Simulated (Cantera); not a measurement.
Feed: 1 mol SO2, 0.69 mol H2, 0.15 mol H2O, at 3098 K.

Method: chemical equilibrium by Gibbs-energy minimisation in Cantera with the NASA 1993 tables (ideal gas, pure condensed phases). Candidate condensed phases: H2O, H2SO4, S; 19 gas species. The numbers say what is thermodynamically allowed, not how fast it happens.

At 65.0 Pa, list the 6 most abundant gas species with their mole fractions, and the condensed phases.

O 0.426, H 0.351, S 0.194, SO 0.0184, O2 0.00480, OH 0.00359. Condensed: gas only.
